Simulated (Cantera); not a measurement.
A Cantera script and its output.

```python
import numpy as np
import cantera as ct

gas = ct.Solution("gri30.yaml")
gas.TPX = 775, 1000000, {'C2H4': 1, 'O2': 2.31, 'N2': 8.68, 'CO2': 0.53}
inlet = ct.Reservoir(gas, clone=True)
gas.equilibrate("HP")  # start burning
reactor = ct.IdealGasConstPressureReactor(gas, energy="on", clone=False)
exhaust = ct.Reservoir(gas, clone=True)
tau = [0.33, 0.12, 0.041, 0.014, 0.005, 0.0018, 0.00062, 0.00022, 7.7e-05, 2.7e-05, 9.5e-06, 3.3e-06][0]
for a, b in ((inlet, reactor), (reactor, exhaust)):
    ct.MassFlowController(a, b, mdot=lambda t: reactor.mass / tau)
net = ct.ReactorNet([reactor])
show = ['C2H4', 'O2', 'CO2', 'CO', 'C2H6', 'NO2', 'NO']

rows = []
print(f"{'tau/s':>10s}{'T/K':>9s}" + "".join(f"{s:>11s}" for s in show))
for tau in [0.33, 0.12, 0.041, 0.014, 0.005, 0.0018, 0.00062, 0.00022, 7.7e-05, 2.7e-05, 9.5e-06, 3.3e-06]:
    net.initial_time = 0.0
    net.advance(30 * tau)
    before = gas.X
    net.advance(40 * tau)
    drift = np.max(np.abs(gas.X - before) / (gas.X + 1e-9))
    rows.append([gas.T, *gas[show].X, drift])
    print(f"{tau:10.3e}{gas.T:9.1f}" + "".join(f"{x:11.3e}" for x in gas[show].X))
```

Output:

```
     tau/s      T/K       C2H4         O2        CO2         CO       C2H6        NO2         NO
 3.300e-01   2555.2  4.194e-08  3.316e-04  1.026e-01  8.844e-02  1.601e-13  9.600e-08  9.132e-04
 1.200e-01   2554.9  1.148e-07  3.385e-04  1.026e-01  8.844e-02  4.495e-13  9.646e-08  9.123e-04
 4.100e-02   2554.3  3.315e-07  3.587e-04  1.025e-01  8.847e-02  1.391e-12  9.784e-08  9.097e-04
 1.400e-02   2552.4  9.367e-07  4.148e-04  1.024e-01  8.853e-02  4.594e-12  1.017e-07  9.037e-04
 5.000e-03   2547.8  2.426e-06  5.511e-04  1.022e-01  8.869e-02  1.528e-11  1.106e-07  8.937e-04
 1.800e-03   2538.3  5.860e-06  8.552e-04  1.016e-01  8.906e-02  4.939e-11  1.282e-07  8.788e-04
 6.200e-04   2519.5  1.379e-05  1.505e-03  1.004e-01  8.987e-02  1.544e-10  1.563e-07  8.487e-04
 2.200e-04   2489.1  3.059e-05  2.680e-03  9.841e-02  9.130e-02  4.456e-10  1.850e-07  7.845e-04
 7.700e-05   2442.1  6.886e-05  4.714e-03  9.515e-02  9.359e-02  1.375e-09  1.983e-07  6.659e-04
 2.700e-05   2376.3  1.637e-04  8.061e-03  9.033e-02  9.686e-02  5.165e-09  1.800e-07  4.983e-04
 9.500e-06   2285.1  4.512e-04  1.414e-02  8.286e-02  1.014e-01  3.055e-08  1.294e-07  3.052e-04
 3.300e-06   2077.8  2.436e-03  3.419e-02  6.631e-02  1.060e-01  1.192e-06  4.584e-08  6.858e-05
```

Computed with Cantera and GRI-Mech 3.0 (53 species, 325 reactions). GRI-Mech 3.0 was tuned for natural gas; its chemistry of ethylene as a main component is partial and can be far from experiment.
